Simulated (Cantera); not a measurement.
A closed system holds: 1 mol Si3N4, 0.0081 mol O2, 580 mol N2, held at 1450 K and 30000 Pa.

Cantera equilibrium calculation (NASA polynomials, part measured and part estimated; ideal gas, pure solids and liquids). Candidate condensed phases: Si, SiO2, Si2N2O, Si3N4; 16 gas species. Mutual solubility and eutectic melting of coexisting phases are not modelled. Equilibrium is a limit: real reactors are often held back by kinetics, nucleation or transport.

Base state: N2 1.00 (mole fractions); condensed: Si2N2O(s) + Si3N4(s).

Problem. What changes in the equilibrium state with this change: temperature from 1450 K to 1873.15 K?

Solution. 
```csv
species,before,after
N2,1.00,1.000
SiO,3.16e-8,2.79e-5
"Si2N2O(s), mol",0.0162,0
"Si3N4(s), mol",0.989,0.993
```
